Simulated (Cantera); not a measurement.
A perfectly stirred reactor is fed with C₃H₈ : O₂ : N₂ = 1 : 9.8 : 36.9 (molar parts), at 5.00 bar; it is adiabatic with a 600 K inlet, and is followed from long to short residence time, starting on the burning branch (τ in s: 0.2, 0.086, 0.037, 0.016, 0.0068, 0.0029, 0.0013, 0.00054, 0.00023, 0.0001, 4.3e-05).

Computed with Cantera and GRI-Mech 3.0 (53 species, 325 reactions). GRI-Mech 3.0 was tuned for natural gas; its chemistry of propane as a main component is partial and can be far from experiment.

Predict: blow-out, bracketed by the residence times tried; x(C₃H₈) at τ = 0.200 s; x(O₂) at τ = 0.200 s; x(OH) at τ = 0.200 s; x(HO₂) at τ = 0.200 s; x(C₂H₄) at τ = 0.200 s; x(C₃H₈) at τ = 2.90 ms; x(O₂) at τ = 2.90 ms; x(OH) at τ = 2.90 ms; x(HO₂) at τ = 2.90 ms; x(C₂H₄) at τ = 2.90 ms.


```json
{
 "blow_out_bracketed_by_the_residence_times_tried": "burning at 0.230 ms, out at 0.100 ms",
 "x(C₃H₈) at τ = 0.200 s": "2.63e-7",
 "x(O₂) at τ = 0.200 s": "0.0985",
 "x(OH) at τ = 0.200 s": "0.000378",
 "x(HO₂) at τ = 0.200 s": "1.09e-6",
 "x(C₂H₄) at τ = 0.200 s": "1.21e-6",
 "x(C₃H₈) at τ = 2.90 ms": "6.92e-6",
 "x(O₂) at τ = 2.90 ms": "0.0990",
 "x(OH) at τ = 2.90 ms": "0.00110",
 "x(HO₂) at τ = 2.90 ms": "9.91e-6",
 "x(C₂H₄) at τ = 2.90 ms": "2.13e-5"
}
```
